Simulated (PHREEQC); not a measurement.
A made-up water analysis in mmol/kgw, 25 °C, pH 5.95, pe 9:

```json
[
 {"constituent": "Na", "mmol/kgw": "0.00126"},
 {"constituent": "K", "mmol/kgw": "0.000153"},
 {"constituent": "Ca", "mmol/kgw": "0.00504"},
 {"constituent": "Mg", "mmol/kgw": "8.84e-05"},
 {"constituent": "Cl", "mmol/kgw": "0.002"},
 {"constituent": "S(6)", "mmol/kgw": "0.00171"},
 {"constituent": "Alkalinity (meq/kgw)", "mmol/kgw": "0.00639"},
 {"constituent": "Si", "mmol/kgw": "0.000206"}
]
```

Na is adjusted to close the charge balance.
Valence states are taken as typed.

Equilibrium calculation in PHREEQC: ion-association model, wateq4f.dat.

```yaml
ionic_strength: 1.98e-5 mol/kgw
```

```json
[
 {"species": "CO2", "molality": "1.88e-5", "activity": "1.88e-5", "log γ": "0.000"},
 {"species": "HCO3-", "molality": "7.51e-6", "activity": "7.47e-6", "log γ": "-0.002"},
 {"species": "Ca+2", "molality": "5.04e-6", "activity": "4.94e-6", "log γ": "-0.009"},
 {"species": "Cl-", "molality": "2.00e-6", "activity": "1.99e-6", "log γ": "-0.002"},
 {"species": "SO4-2", "molality": "1.71e-6", "activity": "1.67e-6", "log γ": "-0.009"},
 {"species": "Na+", "molality": "1.40e-6", "activity": "1.39e-6", "log γ": "-0.002"},
 {"species": "H+", "molality": "1.13e-6", "activity": "1.12e-6", "log γ": "-0.002"},
 {"species": "H4SiO4", "molality": "2.06e-7", "activity": "2.06e-7", "log γ": "0.000"}
]
```

This is a speciation only: nothing precipitates in the calculation. Complexes and solids missing from the database can't appear.
